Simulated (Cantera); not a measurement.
An adiabatic, constant-pressure homogeneous reactor starts with 1.33 % C3H8, 9.14 % O2, 89.5 % N2, equivalence ratio 0.73, at 1800 K and 0.987 atm.

Computed with Cantera and GRI-Mech 3.0 (53 species, 325 reactions). GRI-Mech 3.0 was tuned for natural gas; its chemistry of propane as a main component is partial and can be far from experiment.

One state of this run: T (K) = 2417; x C3H8 = <1e-12; x O2 = 0.0226; x HO2 = 1.50e-6; x CH2 = <1e-12; x NO2 = 2.04e-6; x NO = 0.00639. x: mole fraction; the columns are a selection and need not sum to one.

Q: Which value of t (s) does it belong to?
A. 0.00117
B. 2.19e-5
C. 8.11e-6
D. 0.0624

A: D, 0.0624
